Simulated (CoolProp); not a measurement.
Vapour-liquid equilibrium of octamethyltrisiloxane (MDM) (1) + octamethylcyclotetrasiloxane (D4) (2) at 0.00159 MPa; x and y are mole fractions of (1).

Values from CoolProp's multi-fluid Helmholtz-energy mixture model, Thol 2017 and Thol 2015; pair parameters Bell 2016.

```tsv
x	bubble temperature, mixture model (°C)	bubble temperature, Raoult's law (°C)	y, mixture model	y, Raoult's law
0.05	62.1	62.3	0.140	0.128
0.15	59.0	59.4	0.348	0.335
0.25	56.5	56.9	0.497	0.491
0.35	54.3	54.6	0.612	0.613
0.45	52.4	52.6	0.704	0.710
0.55	50.6	50.8	0.780	0.787
0.65	49.0	49.1	0.845	0.850
0.75	47.5	47.5	0.899	0.903
0.85	46.1	46.1	0.945	0.947
0.95	44.8	44.8	0.983	0.984
```

The largest gap from Raoult's law is -0.4 K in bubble temperature, at x = 0.15. No azeotrope shows between x = 0.05 and 0.95.

Pair parameters are fitted to limited data, so mixtures are less certain than the pure fluids.
